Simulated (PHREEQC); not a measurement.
Consider water at 45 °C with 0.26 mol CaCl2, 0.0029 mol Na2SO4 and 3.9e-05 mol H4SiO4 per kg of water. Closed to the air; pH follows from the charge balance.

Model: ion-association model, phreeqc.dat, run in PHREEQC.

Problem. The ionic strength comes out as 0.781 mol/kgw. What activity coefficients do NaSO4-, Cl-, Ca+2, SO4-2, Na+ get?

Solution. NaSO4- 0.66, Cl- 0.61, Ca+2 0.23, SO4-2 0.16, Na+ 0.71.

This is a speciation only: nothing precipitates in the calculation. Ionic strength above about 0.7 mol/kgw puts this run outside the model's range. Constants without temperature data keep their 25 °C values here.
